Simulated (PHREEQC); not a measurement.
A PHREEQC speciation (ion-association model, wateq4f.dat) at 67 °C gives pH 6.91 and these molalities:

| species | mol/kgw |
|---|---|
| Zn+2 | 0.0858 |
| ZnSO4 | 0.0815 |
| SO4-2 | 0.0637 |
| Zn(SO4)2-2 | 0.0283 |
| ZnOH+ | 0.00436 |
| Na+ | 0.00406 |
| MnSO4 | 0.00235 |
| Mn+2 | 0.00215 |
| NaSO4- | 0.000344 |
| Zn(OH)2 | 1.63e-5 |
| MnOH+ | 3.28e-6 |
| OH- | 1.70e-6 |
| HSO4- | 6.77e-7 |

Question: What are the element totals, and what could have been dissolved in 1 kg of water to give them?

Answer: This is not unique; one that fits is totals Mn(2) 0.00450, Na 0.00440, S(6) 0.204, Zn 0.200 mol/kgw, from 0.2 mol/kgw ZnSO4, 0.0044 mol/kgw NaOH and 0.0045 mol/kgw MnSO4.

This is a speciation only: nothing precipitates in the calculation. The solution is supersaturated, for example in Zincite(c) (slow to form), so a real one may precipitate; this is no full list. Complexes and solids missing from the database can't appear. Away from 25 °C the constants follow the database's enthalpies or fits; those with neither stay at their 25 °C values.
